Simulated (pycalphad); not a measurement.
An equivalent pycalphad script:

```python
from pycalphad import Database, equilibrium, calculate, variables as v
import numpy as np
db = Database('COST507.tdb')
comps = ['AL', 'MN', 'SI', 'VA']
phases = ['AL11MN4', 'AL12MN', 'AL4MN', 'AL6MN', 'AL8MN5_D810', 'ALMNSI_ALPHA', 'ALMNSI_BETA', 'ALMNSI_DELTA', 'BCC_A2', 'CBCC_A12', 'CUB_A13', 'DIAMOND_A4', 'FCC_A1', 'HCP_A3', 'LIQUID', 'MN11SI19', 'MN3SI', 'MN5SI3', 'MN6SI', 'MN9SI2', 'MNSI']
eq = equilibrium(db, comps, phases, {v.X('MN'): 0.0232, v.X('SI'): 0.0154, v.T: np.arange(1850, 499, -40), v.P: 101325, v.N: 1}, output=['HM', 'SM'])
```

CALPHAD calculation (pycalphad, COST 507 light-alloy database (1999)), 1 atm. The data set is of 1999 and partly superseded. Amounts are mole fractions of atoms. Kinetics are ignored, which matters at the lower temperatures.

Results at three of the temperatures:

```
T = 1490.00 K, P = 101325 Pa, N = 1 mol of atoms
G = -84881 J/mol, H = 45451 J/mol, S = 87.47 J/(mol K)  (SER reference)
chemical potentials (J/mol): Al -82536, Mn -161081, Si -116455
phase             fraction      x(Al)      x(Mn)      x(Si)
LIQUID              1.0000     0.9614     0.0232     0.0154
```

```
T = 1410.00 K, P = 101325 Pa, N = 1 mol of atoms
G = -77953 J/mol, H = 42890 J/mol, S = 85.70 J/(mol K)  (SER reference)
chemical potentials (J/mol): Al -75679, Mn -153143, Si -106675
phase             fraction      x(Al)      x(Mn)      x(Si)
LIQUID              1.0000     0.9614     0.0232     0.0154
```

```
T = 690.00 K, P = 101325 Pa, N = 1 mol of atoms
G = -26706 J/mol, H = 7505 J/mol, S = 49.58 J/(mol K)  (SER reference)
chemical potentials (J/mol): Al -24369, Mn -124458, Si -25383
phase             fraction      x(Al)      x(Mn)      x(Si)
FCC_A1              0.8669     0.9992   6.41e-05   0.000739
ALMNSI_ALPHA        0.1331     0.7152     0.1739     0.1109
```

Changes of the phase set, refined by bisection:

```
T (K)                          phases above                         phases below
------  -----------------------------------  -----------------------------------
1001.9                               liquid                 ALMNSI_BETA + liquid
960.2                  ALMNSI_BETA + liquid  ALMNSI_ALPHA + ALMNSI_BETA + liquid
953.6   ALMNSI_ALPHA + ALMNSI_BETA + liquid                ALMNSI_ALPHA + liquid
925.8                 ALMNSI_ALPHA + liquid          ALMNSI_ALPHA + fcc + liquid
915.0           ALMNSI_ALPHA + fcc + liquid                   ALMNSI_ALPHA + fcc
```

Database names, with the compositions (at.%) that they take in these runs: ALMNSI_BETA: Al 71 Mn 23 Si 6; ALMNSI_ALPHA: Al 71-74 Mn 17 Si 8-11. FCC_A1 is fcc.
